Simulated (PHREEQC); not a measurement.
1 kg of water holding 4.7 mmol/kgw Na2CO3 and 5.6 mmol/kgw Na2SO4 is evaporated at 15 °C; the solids stay in contact with the brine. CO2 is held at log p = -3.4 (atm). Only these solids could form: Burkeite, Mirabilite, Nahcolite, Natron, Thenardite, Trona.

Model: Pitzer model, pitzer.dat, run in PHREEQC.

Problem. Predict ionic strength at water left (kg) = 0.1406, 0.05273, 0.02928, 0.00465.

Solution. 
```
water left (kg)  ionic strength
---------------  --------------
0.1406                    0.202
0.05273                   0.553
0.02928                    1.01
0.00465                    5.22
```
